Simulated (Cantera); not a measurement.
## Thermodynamics of thermal oxidation and active oxidation of silicon, feed Si + O2 + H2

A closed system holds: 1 mol Si, 0.0046 mol O2, 50 mol H2.

Cantera equilibrium calculation (NASA polynomials, part measured and part estimated; ideal gas, pure solids and liquids). Candidate condensed phases: H2O, Si, SiO2; 18 gas species. Rates play no part.

Stable condensed phases:

```
T in K \ P in Pa
            0.10    0.60     3.6      22     130     770    4600   28000  170000 1000000
   1773        A       A       A       B       B       B       B       B       B       B
   1748        A       A       A       B       B       B       B       B       B       B
   1723        A       A       A       B       B       B       B       B       B       B
   1698        A       A       B       B       B       B       B       B       B       B
   1673        A       A       B       B       B       B       B       B       B       B
   1648        A       A       B       B       B       B       B       B       B       B
   1623        A       A       B       B       B       B       B       B       B       B
   1598        A       B       B       B       B       B       B       B       B       B
   1573        A       B       B       B       B       B       B       B       B       B
```

A: gas only; B: Si.
